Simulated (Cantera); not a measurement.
An isothermal, constant-pressure homogeneous reactor starts with CH4 : CO2 = 1 : 0.35 (molar parts), at 2175 K and 101000 Pa.

Cantera simulation using GRI-Mech 3.0 (53 species, 325 reactions); the numbers are that mechanism's predictions, not measurements. GRI-Mech 3.0 stops at C3 and has no aromatics, soot or wall deposition, so with more carbon than oxygen in the feed, carbon stays in small species such as C2H2 where larger ones or solid carbon would form.

x: mole fraction; the columns are a selection and need not sum to one.

| t (s) | x CH4 | x CO2 | x CH3 | x C2H6 | x H2O2 | x OH |
|---|---|---|---|---|---|---|
| 2.00e-6 | 0.717 | 0.257 | 0.0147 | 0.000232 | <1e-12 | ? |
| 1.11e-5 | 0.490 | 0.228 | 0.0383 | 0.00309 | 2.15e-12 | ? |
| 6.13e-5 | 0.124 | 0.124 | 0.0119 | 0.000288 | 1.46e-11 | ? |
| 0.000340 | 0.0210 | 0.0195 | 0.00258 | 1.18e-5 | 6.32e-11 | ? |
| 0.00188 | 0.00936 | 0.00418 | 0.00117 | 2.35e-6 | 1.68e-11 | ? |
| 0.0104 | 0.00287 | 0.000311 | 0.000342 | 2.10e-7 | <1e-12 | ? |
| 0.0576 | 0.000991 | 8.68e-8 | 0.000118 | 3.27e-8 | <1e-12 | 8.94e-10 |
| 0.319 | 0.000991 | 8.58e-8 | 0.000118 | 3.27e-8 | <1e-12 | 8.84e-10 |
| 1.77 | 0.000991 | 8.58e-8 | 0.000118 | 3.27e-8 | <1e-12 | 8.84e-10 |
| 9.78 | 0.000991 | 8.58e-8 | 0.000118 | 3.27e-8 | <1e-12 | 8.84e-10 |
| 54.2 | 0.000991 | 8.58e-8 | 0.000118 | 3.27e-8 | <1e-12 | 8.84e-10 |
| 300 | 0.000991 | 8.58e-8 | 0.000118 | 3.27e-8 | <1e-12 | 8.84e-10 |

Some entries are withheld; supply them.


- 2.00e-6, x OH: 1.64e-6
- 1.11e-5, x OH: 1.45e-5
- 6.13e-5, x OH: 4.15e-5
- 0.000340, x OH: 9.34e-5
- 0.00188, x OH: 4.83e-5
- 0.0104, x OH: 3.13e-6
